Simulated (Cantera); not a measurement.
What does this Cantera script print?

```python
import numpy as np
import cantera as ct

gas = ct.Solution("gri30.yaml")
gas.TPX = 2150, 500000, {'CH4': 1, 'H2O': 1.6, 'H2': 0.17}
reactor = ct.IdealGasConstPressureReactor(gas, energy="off", clone=False)
net = ct.ReactorNet([reactor])
net.rtol, net.atol = 1e-08, 1e-18
show = ['CH4', 'H2O', 'H2', 'O', 'CH2CO']
times = np.geomspace(5e-05, 3, 11)

steps = ct.SolutionArray(gas, extra=["t"])
rows = []
print(f"{'t/s':>10s}{'T/K':>9s}{'P/Pa':>11s}" + "".join(f"{s:>11s}" for s in show))
for t in times:
    while net.time < t:
        t_next = net.step()
        steps.append(gas.state, t=t_next)
    rows.append([np.interp(t, steps.t, y) for y in (steps.T, steps.P, *steps(*show).X.T)])
    print(f"{t:10.3e}{rows[-1][0]:9.1f}{rows[-1][1]:11.4g}" + "".join(f"{x:11.3e}" for x in rows[-1][2:]))
rate = np.gradient(steps.T, steps.t)
print("integrator steps:", len(steps.t))
if steps.T.max() > steps.T[0] + 200:
    print(f"time of steepest temperature rise: {steps.t[rate.argmax()]:.4e} s")
gas.TPX = 2150, 500000, {'CH4': 1, 'H2O': 1.6, 'H2': 0.17}
gas.equilibrate("TP")
print(f"equilibrium (TP): T = {gas.T:.1f} K  " + "  ".join(f"{s} {gas[s].X[0]:.3e}" for s in show))
```

Output:

```
       t/s      T/K       P/Pa        CH4        H2O         H2          O      CH2CO
 5.000e-05   2150.0      5e+05  5.825e-02  4.234e-01  3.973e-01  1.427e-07  1.993e-04
 1.502e-04   2150.0      5e+05  2.768e-02  3.747e-01  4.580e-01  1.275e-07  1.729e-04
 4.514e-04   2150.0      5e+05  1.843e-02  3.050e-01  5.180e-01  1.111e-07  1.062e-04
 1.356e-03   2150.0      5e+05  1.258e-02  2.201e-01  5.859e-01  8.929e-08  4.219e-05
 4.076e-03   2150.0      5e+05  6.170e-03  1.518e-01  6.412e-01  6.979e-08  9.691e-06
 1.225e-02   2150.0      5e+05  1.242e-03  1.217e-01  6.671e-01  5.914e-08  6.832e-07
 3.680e-02   2150.0      5e+05  2.139e-06  1.186e-01  6.703e-01  5.802e-08  4.664e-10
 1.106e-01   2150.0      5e+05  2.167e-07  1.186e-01  6.703e-01  5.802e-08  4.641e-11
 3.323e-01   2150.0      5e+05  2.167e-07  1.186e-01  6.703e-01  5.802e-08  4.641e-11
 9.984e-01   2150.0      5e+05  2.167e-07  1.186e-01  6.703e-01  5.802e-08  4.641e-11
 3.000e+00   2150.0      5e+05  2.167e-07  1.186e-01  6.703e-01  5.802e-08  4.641e-11
integrator steps: 1916
equilibrium (TP): T = 2150.0 K  CH4 2.502e-07  H2O 1.186e-01  H2 6.703e-01  O 5.802e-08  CH2CO 5.354e-11
```

Model: GRI-Mech 3.0 (53 species, 325 reactions), integrated in Cantera.
